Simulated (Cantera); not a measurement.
Thermodynamics of sublimation and decomposition of ceramics, feed MgO + C + H2

Feed: 1 mol MgO, 0.0037 mol C, 0.07 mol H2, held at 2250 K.

Cantera equilibrium calculation (NASA polynomials, part measured and part estimated; ideal gas, pure solids and liquids). Candidate condensed phases: C, C6H6, C7H8, C8H18, H2O, Mg, MgCO3, MgO, Mg(OH)2; 116 gas species. The tables' values for MgH are old estimates; treat these amounts as uncertain. Rates play no part.

From 0.00750 Torr to 0.120 Torr nothing is condensed. From 1.88 Torr to 7500 Torr the condensed part is MgO(s). The main Mg-bearing gas is Mg throughout.

| P (Pa) | x H2 | x Mg | x O | x H2O | x O2 | x H | x CO | x OH | n MgO(s) |
|---|---|---|---|---|---|---|---|---|---|
| 1 | 0.000730 | 0.509 | 0.335 | 0.000429 | 0.0826 | 0.0635 | 0.00170 | 0.00560 | 0 |
| 16 | 0.00321 | 0.581 | 0.133 | 0.0119 | 0.207 | 0.0332 | 0.00130 | 0.0186 | 0 |
| 250 | 0.387 | 0.261 | 0.00126 | 0.214 | 0.000292 | 0.0924 | 0.0313 | 0.00766 | 0.972 |
| 4000 | 0.752 | 0.108 | 1.19e-5 | 0.0628 | 4.18e-7 | 0.0322 | 0.0433 | 0.000404 | 0.991 |
| 63000 | 0.879 | 0.0556 | 9.31e-8 | 0.00902 | 4.01e-10 | 0.00877 | 0.0471 | 1.35e-5 | 0.996 |
| 1000000 | 0.901 | 0.0460 | 4.47e-10 | 0.000704 | <1e-12 | 0.00223 | 0.0477 | 2.62e-7 | 0.996 |
x: gas mole fraction; n: condensed amount in mol.
